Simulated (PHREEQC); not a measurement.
**Metal-bearing waste water: an equilibrium model**

A solution holds 0.21 mol NiSO4, 0.00074 mol CaCl2, 4.1e-05 mol HCl and 0.0028 mol NaCl per kg of water, at 25 °C. Closed to the air; pH follows from the charge balance.

Equilibrium calculation in PHREEQC: ion-association model, wateq4f.dat.

* **pH**: 5.03
* **ionic strength**: 0.399 mol/kgw
* **total alkalinity**: -0.0410 meq/kg

| species | molality | activity | log γ |
|---|---|---|---|
| NiSO4 | 0.110 | 0.121 | 0.040 |
| Ni+2 | 0.0989 | 0.0282 | -0.546 |
| SO4-2 | 0.0980 | 0.0220 | -0.649 |
| Cl- | 0.00406 | 0.00268 | -0.181 |
| Na+ | 0.00252 | 0.00180 | -0.146 |
| Ni(SO4)2-2 | 0.000502 | 0.000143 | -0.546 |
| CaSO4 | 0.000385 | 0.000423 | 0.040 |
| Ca+2 | 0.000355 | 9.62e-5 | -0.567 |
| NaSO4- | 0.000282 | 0.000199 | -0.152 |
| NiCl+ | 0.000259 | 0.000189 | -0.136 |
| HSO4- | 2.94e-5 | 2.00e-5 | -0.167 |
| H+ | 1.21e-5 | 9.36e-6 | -0.112 |

No solid was allowed to form.
